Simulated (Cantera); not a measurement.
A Cantera script and what it prints.

```python
import numpy as np
import cantera as ct

gas_names = [...]  # 92 gases of nasa_gas.yaml made of C, H, N
cond_names = """
    C(gr) C6H6(L) C7H8(L) C8H18(L),n-octa
""".split()


# ... load() reads the species with a 1 bar reference pressure and builds the phases ...
atoms = {
    'C': {'C': 1},
    'H2': {'H': 2},
    'N2': {'N': 2},
}
top_T = {'C(gr)': 4500}  # K; cautious upper limits of use, not melting points


# ... equilibrate(T, P, feed) seeds the gas with the atoms and calls Mixture.equilibrate('TP', solver="vcs", rtol=1e-11, max_steps=5000) ...
results = []
feed = {'C': 1, 'H2': 1.7, 'N2': 10}  # mol
P = 133.322  # Pa
for T in [1323, 1373, 1423, 1473, 1523, 1573, 1623, 1673, 1723, 1773, 1823, 1873, 1923, 1973]:
    mix = equilibrate(T, P, feed)
    results.append((T, P, feed, dict(zip(mix.species_names, mix.species_moles))))
    x = sorted(zip(gas.X, gas.species_names), reverse=True)
    print(f"T = {T:g} K  P = {P:g} Pa  gas = {mix.phase_moles(0):.4g} mol")
    print("   x: " + "  ".join(f"{s} {v:.3e}" for v, s in x if v > 0.001))
    print("   condensed (mol): " + ("  ".join(f"{mix.phase(i).name} {mix.phase_moles(i):.4g}"
          for i in range(1, mix.n_phases) if mix.phase_moles(i) > 1e-12) or "none"))
```

Result:

```
T = 1323 K  P = 133.322 Pa  gas = 11.7 mol
   x: N2 8.546e-01  H2 1.452e-01
   condensed (mol): C(gr) 0.9989
T = 1373 K  P = 133.322 Pa  gas = 11.7 mol
   x: N2 8.546e-01  H2 1.452e-01
   condensed (mol): C(gr) 0.9983
T = 1423 K  P = 133.322 Pa  gas = 11.7 mol
   x: N2 8.546e-01  H2 1.452e-01
   condensed (mol): C(gr) 0.9975
T = 1473 K  P = 133.322 Pa  gas = 11.7 mol
   x: N2 8.545e-01  H2 1.451e-01
   condensed (mol): C(gr) 0.9963
T = 1523 K  P = 133.322 Pa  gas = 11.7 mol
   x: N2 8.544e-01  H2 1.449e-01
   condensed (mol): C(gr) 0.9948
T = 1573 K  P = 133.322 Pa  gas = 11.7 mol
   x: N2 8.542e-01  H2 1.447e-01
   condensed (mol): C(gr) 0.9927
T = 1623 K  P = 133.322 Pa  gas = 11.7 mol
   x: N2 8.540e-01  H2 1.445e-01
   condensed (mol): C(gr) 0.99
T = 1673 K  P = 133.322 Pa  gas = 11.71 mol
   x: N2 8.536e-01  H2 1.440e-01  H 1.184e-03  HCN 1.105e-03
   condensed (mol): C(gr) 0.9865
T = 1723 K  P = 133.322 Pa  gas = 11.71 mol
   x: N2 8.531e-01  H2 1.435e-01  H 1.892e-03  HCN 1.451e-03
   condensed (mol): C(gr) 0.9822
T = 1773 K  P = 133.322 Pa  gas = 11.72 mol
   x: N2 8.525e-01  H2 1.426e-01  H 2.942e-03  HCN 1.873e-03
   condensed (mol): C(gr) 0.9768
T = 1823 K  P = 133.322 Pa  gas = 11.73 mol
   x: N2 8.516e-01  H2 1.415e-01  H 4.463e-03  HCN 2.381e-03
   condensed (mol): C(gr) 0.9702
T = 1873 K  P = 133.322 Pa  gas = 11.74 mol
   x: N2 8.503e-01  H2 1.399e-01  H 6.612e-03  HCN 2.981e-03
   condensed (mol): C(gr) 0.9624
T = 1923 K  P = 133.322 Pa  gas = 11.76 mol
   x: N2 8.487e-01  H2 1.378e-01  H 9.578e-03  HCN 3.679e-03
   condensed (mol): C(gr) 0.9531
T = 1973 K  P = 133.322 Pa  gas = 11.78 mol
   x: N2 8.465e-01  H2 1.351e-01  H 1.358e-02  HCN 4.477e-03
   condensed (mol): C(gr) 0.9422
```

These are equilibrium values from Cantera (NASA tables, ideal gas, pure condensed phases), not measurements of a reactor.
